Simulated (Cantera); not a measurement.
Feed: 1 mol Si, 2 mol HCl, 0.7 mol H2, held at 777 °C and 1 atm.

Equilibrium computed with Cantera from the NASA thermochemical tables; the gas is ideal and each condensed phase is pure. Candidate condensed phases: Si; 19 gas species. The tables' values for SiCl3 are old estimates; treat these amounts as uncertain. The numbers say what is thermodynamically allowed, not how fast it happens.

Base state: H2 0.735, SiCl4 0.167, SiHCl3 0.0726, HCl 0.0176, SiH2Cl2 0.00359, SiCl3 0.00270, SiCl2 0.000788, SiH3Cl 4.62e-5 (mole fractions); condensed: Si(s).

### Question
What changes in the equilibrium state with this change: pressure from 1 atm to 0.560 bar?

### Answer
```
species       before    after
----------  --------  -------
H2             0.735    0.736
SiCl4          0.167    0.172
SiHCl3        0.0726   0.0640
HCl           0.0176   0.0206
SiH3Cl       4.62e-5  2.99e-5
SiCl2       0.000788  0.00107
SiH2Cl2      0.00359  0.00271
SiCl3        0.00270  0.00320
Si(s), mol     0.464    0.470
```
